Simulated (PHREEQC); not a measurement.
Consider water at 25 °C with 0.27 mol Ni(NO3)2 and 0.0081 mol HCl per kg of water. Closed to the air; pH follows from the charge balance.

Computed with PHREEQC (ion-association model, wateq4f.dat).

Precipitation was switched off in this run.

**Question.** Order these Cl species by the share of Cl that they hold, largest first: NiCl2, NiCl+, Cl-.

**Answer.** Cl- (84 %), NiCl+ (15 %), NiCl2 (0.30 %)

The pH is 2.22 and the ionic strength 0.816 mol/kgw. Caution: at this ionic strength the ion-association model is outside its range; a Pitzer model would be the better tool where its parameters exist. Complexes and solids missing from the database can't appear.
